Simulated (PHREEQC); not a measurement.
A column of 1 m (40 cells, dispersivity 0.05 m, 300 s a shift, diffusion coefficient 3e-10 m²/s) holds 0.2 eq of the database's cation exchanger X per kg of pore water, first in equilibrium with 1.4 mmol/kgw KBr and 0.01 mmol/kgw HCl. It is flushed with 0.05 mol (NH4)2SO4, 0.082 mol MgCl2 and 1e-05 mol HCl per kg of water, at 25 °C. Values are for the last cell. The system is closed to CO2. Nothing may precipitate in this run.

Computed with PHREEQC (ion-association model, phreeqc.dat).

### Question
Predict NH4 in solution (mol/kgw), Mg in solution (mol/kgw) at pore volumes = 0.1375, 1.137, 2.638, 3.138, 3.638.

### Answer
| pore volumes | NH4 in solution (mol/kgw) | Mg in solution (mol/kgw) |
|---|---|---|
| 0.1375 | 0 | 0 |
| 1.137 | 0.00547 | 0.0215 |
| 2.638 | 0.0805 | 0.0756 |
| 3.138 | 0.0907 | 0.0789 |
| 3.638 | 0.0958 | 0.0806 |

Species that the database lacks are ignored.
